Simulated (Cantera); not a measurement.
# CH3Cl + H2 (fluorocarbon and chlorocarbon gases)

Input: 1 mol CH3Cl, 0.95 mol H2, held at 37.0 mbar.

Cantera equilibrium calculation (NASA polynomials, part measured and part estimated; ideal gas, pure solids and liquids). Candidate condensed phases: C, C6H6, C7H8, C8H18; 103 gas species. Ions and electrons are included (thermal ionisation). The tables' values for CCl are old estimates; treat these amounts as uncertain. Kinetics and transport are ignored.

From 2500 K to 3000 K the condensed part is C(graphite). From 3250 K to 5000 K nothing is condensed. The main C-bearing gas is C2H2 (acetylene) at 2500 K and C at 5000 K.

```json
[
 {"T (K)": "2500", "x H": "0.0994", "x H2": "0.578", "x HCl": "0.282", "x Cl": "0.0343", "x C": "4.50e-6", "x C3": "1.34e-5", "x C2H2 (acetylene)": "0.00625", "x C2": "1.24e-6", "n C(graphite)": "0.959"},
 {"T (K)": "2750", "x H": "0.241", "x H2": "0.459", "x HCl": "0.209", "x Cl": "0.0759", "x C": "0.000102", "x C3": "0.000456", "x C2H2 (acetylene)": "0.0129", "x C2": "4.41e-5", "n C(graphite)": "0.895"},
 {"T (K)": "3000", "x H": "0.440", "x H2": "0.287", "x HCl": "0.117", "x Cl": "0.122", "x C": "0.00137", "x C3": "0.00843", "x C2H2 (acetylene)": "0.0179", "x C2": "0.000857", "n C(graphite)": "0.679"},
 {"T (K)": "3250", "x H": "0.601", "x H2": "0.130", "x HCl": "0.0465", "x Cl": "0.145", "x C": "0.00925", "x C3": "0.0418", "x C2H2 (acetylene)": "0.00895", "x C2": "0.00593", "n C(graphite)": "0"},
 {"T (K)": "3500", "x H": "0.698", "x H2": "0.0517", "x HCl": "0.0170", "x Cl": "0.152", "x C": "0.0282", "x C3": "0.0341", "x C2H2 (acetylene)": "0.00137", "x C2": "0.0109", "n C(graphite)": "0"},
 {"T (K)": "3750", "x H": "0.722", "x H2": "0.0192", "x HCl": "0.00611", "x Cl": "0.151", "x C": "0.0648", "x C3": "0.0192", "x C2H2 (acetylene)": "0.000171", "x C2": "0.0142", "n C(graphite)": "0"},
 {"T (K)": "4000", "x H": "0.717", "x H2": "0.00748", "x HCl": "0.00237", "x Cl": "0.148", "x C": "0.107", "x C3": "0.00594", "x C2H2 (acetylene)": "1.64e-5", "x C2": "0.0114", "n C(graphite)": "0"},
 {"T (K)": "4250", "x H": "0.711", "x H2": "0.00325", "x HCl": "0.00103", "x Cl": "0.146", "x C": "0.132", "x C3": "0.00101", "x C2H2 (acetylene)": "1.28e-6", "x C2": "0.00579", "n C(graphite)": "0"},
 {"T (K)": "4500", "x H": "0.710", "x H2": "0.00156", "x HCl": "0.000496", "x Cl": "0.145", "x C": "0.140", "x C3": "0.000148", "x C2H2 (acetylene)": "1.06e-7", "x C2": "0.00250", "n C(graphite)": "0"},
 {"T (K)": "4750", "x H": "0.710", "x H2": "0.000811", "x HCl": "0.000259", "x Cl": "0.145", "x C": "0.143", "x C3": "2.37e-5", "x C2H2 (acetylene)": "1.06e-8", "x C2": "0.00110", "n C(graphite)": "0"},
 {"T (K)": "5000", "x H": "0.710", "x H2": "0.000451", "x HCl": "0.000144", "x Cl": "0.145", "x C": "0.144", "x C3": "4.42e-6", "x C2H2 (acetylene)": "1.32e-9", "x C2": "0.000511", "n C(graphite)": "0"}
]
```
x: gas mole fraction; n: condensed amount in mol.
